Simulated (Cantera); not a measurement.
Source: NASA polynomial tables (part measured, part estimated), evaluated in Cantera. Values are per mole of reaction as written; species without (g) are pure solids or liquids, kept so even where they would boil at 1 bar.

SrCl₂ + H₂(g) + O(g) → SrO + 2 HCl(g)

```csv
T (K),ΔH° (kJ),ΔS° (J/K),ΔG° (kJ),log10 K,condensed phases
300,-197.0,22.6,-203.8,35.49,"SrCl₂(s), SrO(s)"
2298,-277.1,-54.3,-152.4,3.46,"SrCl₂(l), SrO(s)"
2323,___,___,___,___,"SrCl₂(l), SrO(s)"
2348,-278.3,-54.8,-149.7,3.33,"SrCl₂(l), SrO(s)"
2373,-278.8,-55.0,-148.3,3.26,"SrCl₂(l), SrO(s)"
2398,-279.4,-55.3,-146.9,3.20,"SrCl₂(l), SrO(s)"
2423,-279.9,-55.5,-145.5,3.14,"SrCl₂(l), SrO(s)"
2448,-280.5,-55.7,-144.1,3.08,"SrCl₂(l), SrO(s)"
2473,-281.0,-55.9,-142.7,3.01,"SrCl₂(l), SrO(s)"
2498,-281.6,-56.1,-141.3,2.96,"SrCl₂(l), SrO(s)"
2523,___,___,___,___,"SrCl₂(l), SrO(s)"
```

Problem. What belongs in the gaps?

Solution. 
- 2323, ΔH° (kJ): -277.7
- 2323, ΔS° (J/K): -54.5
- 2323, ΔG° (kJ): -151.0
- 2323, log10 K: 3.40
- 2523, ΔH° (kJ): -282.1
- 2523, ΔS° (J/K): -56.4
- 2523, ΔG° (kJ): -139.9
- 2523, log10 K: 2.90
